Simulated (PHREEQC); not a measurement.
Make-up at 25 °C: 0.11 mol/kgw HCl, 0.015 mol/kgw Mg(NO3)2 and 0.29 mol/kgw Ba(NO3)2. It is in equilibrium with CO2 at log p = 0 (atm). Otherwise closed; pH follows from the charge balance.

The numbers come from PHREEQC with the ion-association model, wateq4f.dat.

This is a speciation only: nothing precipitates in the calculation.

**Question.** Estimate the pH, activity of water.

**Answer.** pH 1.09; activity of water 0.980.

The ionic strength is past about 0.7 mol/kgw, beyond the range of this activity model, so the values are rough. Species that the database lacks are ignored.
